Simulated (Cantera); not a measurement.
A perfectly stirred reactor is fed with CH₄ : H₂ : O₂ : N₂ = 1 : 0.38 : 4.06 : 15.2 (molar parts), equivalence ratio 0.54, at 750 Torr; it is adiabatic with a 498 K inlet, and is followed from long to short residence time, starting on the burning branch (τ in s: 0.15, 0.065, 0.027, 0.012, 0.0049, 0.0021, 0.00087, 0.00036, 0.00015, 6.5e-05, 2.7e-05, 1.2e-05, 4.9e-06).

Detailed kinetics in Cantera: GRI-Mech 3.0 (53 species, 325 reactions).

Problem. Predict: blow-out, bracketed by the residence times tried; x(CH₄) at τ = 0.150 s; x(H₂) at τ = 0.150 s; x(O₂) at τ = 0.150 s; x(CO) at τ = 0.150 s; x(CH₄) at τ = 0.870 ms; x(H₂) at τ = 0.870 ms; x(O₂) at τ = 0.870 ms; x(CO) at τ = 0.870 ms; x(C₂H₂) at τ = 0.870 ms.

Solution. 
```json
{
  "blow_out_bracketed_by_the_residence_times_tried": "burning at 0.360 ms, out at 0.150 ms",
  "x(CH₄) at τ = 0.150 s": "8.15e-6",
  "x(H₂) at τ = 0.150 s": "6.87e-5",
  "x(O₂) at τ = 0.150 s": "0.0913",
  "x(CO) at τ = 0.150 s": "0.000197",
  "x(CH₄) at τ = 0.870 ms": "0.000244",
  "x(H₂) at τ = 0.870 ms": "0.00164",
  "x(O₂) at τ = 0.870 ms": "0.0935",
  "x(CO) at τ = 0.870 ms": "0.00595",
  "x(C₂H₂) at τ = 0.870 ms": "6.70e-9"
}
```
